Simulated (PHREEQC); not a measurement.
1 kg of water holding 0.25 mol/kgw Na2CO3, 0.0039 mol/kgw Na2SO4, 0.0063 mol/kgw NaHCO3 and 0.0087 mol/kgw KCl is evaporated at 25 °C; the solids stay in contact with the brine. CO2 is held at log p = -3.4 (atm). Solids allowed: Arcanite, Burkeite, Glaserite, Halite, Kalicinite, Mirabilite, Misenite, Nahcolite, Natron, Sylvite, Thenardite, Trona. Others were left out.

Computed with PHREEQC (Pitzer model, pitzer.dat).

| water left (kg) | ionic strength | water activity | Trona (mol) | S in solution (mol/kgw) | Cl in solution (mol/kgw) | K in solution (mol/kgw) |
|---|---|---|---|---|---|---|
| 0.9992 | 0.729 | 0.988 | 0 | 0.00390 | 0.00871 | 0.00871 |
| 0.8212 | 0.893 | 0.986 | 0 | 0.00475 | 0.0106 | 0.0106 |
| 0.6748 | 1.09 | 0.983 | 0 | 0.00578 | 0.0129 | 0.0129 |
| 0.5546 | 1.34 | 0.980 | 0 | 0.00703 | 0.0157 | 0.0157 |
| 0.4558 | 1.63 | 0.977 | 0 | 0.00856 | 0.0191 | 0.0191 |
| 0.3746 | 2.00 | 0.972 | 0 | 0.0104 | 0.0232 | 0.0232 |
| 0.3078 | 2.44 | 0.967 | 0 | 0.0127 | 0.0283 | 0.0283 |
| 0.2529 | 2.97 | 0.961 | 0 | 0.0154 | 0.0344 | 0.0344 |
| 0.2079 | 3.63 | 0.953 | 0 | 0.0188 | 0.0419 | 0.0419 |
| 0.1708 | 4.43 | 0.944 | 0 | 0.0228 | 0.0509 | 0.0509 |
| 0.1403 | [?] | 0.932 | 0 | 0.0278 | 0.0620 | 0.0620 |
| 0.1153 | 6.57 | 0.916 | 0 | 0.0338 | 0.0754 | 0.0754 |
| 0.09474 | 8.01 | [?] | 0 | 0.0412 | 0.0918 | 0.0918 |
| 0.07709 | 8.90 | 0.882 | 0.0166 | 0.0506 | 0.113 | 0.113 |
| 0.06187 | 8.91 | 0.880 | 0.0474 | 0.0630 | 0.141 | 0.141 |
| 0.04936 | [?] | 0.879 | 0.0727 | 0.0790 | 0.176 | 0.176 |
| 0.03907 | 8.95 | 0.877 | 0.0935 | 0.0998 | 0.223 | 0.223 |
| 0.03063 | 8.98 | 0.874 | 0.111 | 0.127 | 0.284 | 0.284 |
| 0.02368 | 9.02 | [?] | 0.125 | 0.165 | 0.367 | 0.367 |
| 0.01797 | 9.08 | [?] | 0.136 | 0.217 | 0.484 | 0.484 |
| 0.01327 | 9.18 | 0.859 | 0.146 | 0.294 | 0.655 | 0.655 |

**Question.** Fill in the missing entries.

**Answer.** 
- 0.1403, ionic strength: 5.40
- 0.09474, water activity: 0.896
- 0.04936, ionic strength: 8.93
- 0.02368, water activity: 0.871
- 0.01797, water activity: 0.866
